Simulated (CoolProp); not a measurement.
A simple Rankine cycle with n-perfluorohexane: condensing at 325.15 K, boiler at 1.34 MPa, turbine inlet 439.6 K, turbine efficiency 0.85, pump efficiency 0.6, no recuperator. Each further row changes one setting.

The numbers come from the reference Helmholtz-energy equation of state, Gao 2022 in CoolProp.

```csv
case,thermal efficiency (%),net work (kJ/kg),heat in (kJ/kg),turbine exit temperature (K),volume ratio over the turbine
as stated,11.1,19.3,175,401.0,24.2
condensing temperature 317.15 K,11.8,21.7,183,398.4,32.3
boiler pressure 0.938 MPa,10.0,18.3,183,410.8,13.4
turbine efficiency 0.75,9.7,16.9,175,403.6,24.4
```
